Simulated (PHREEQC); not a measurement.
A solution holds 0.0022 mol/kgw NiSO4 and 0.082 mol/kgw NiCl2, at 25 °C. Closed to the air; pH follows from the charge balance.

Equilibrium calculation in PHREEQC: ion-association model, wateq4f.dat.

This is a speciation only: nothing precipitates in the calculation.

**Question.** Predict the pH, ionic strength.

**Answer.** pH 5.75; ionic strength 0.228 mol/kgw.

**Question.** In which forms is Cl present?

**Answer.** Cl- 93 %, NiCl+ 4.8 %, NiCl2 2.6 % of the Cl.

Species that the database lacks are ignored.
